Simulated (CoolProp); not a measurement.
Vapour-liquid equilibrium of diethyl ether (1) + benzene (2) at 117.95 °C; x and y are mole fractions of (1).

The numbers come from the multi-fluid Helmholtz-energy mixture model, Thol 2014 and Thol 2012; pair parameters Bell 2016 in CoolProp.

Q: Give the bubble pressure and the first vapour's composition at x = 0.2, 0.5, 0.95. Is there an azeotrope?

A: x = 0.2: 4.125 bar, y = 0.424; x = 0.5: 6.079 bar, y = 0.738; x = 0.95: 9.278 bar, y = 0.980. No azeotrope shows between x = 0.05 and 0.95.

The pair parameters rest on a limited set of measurements; away from them the model extrapolates.
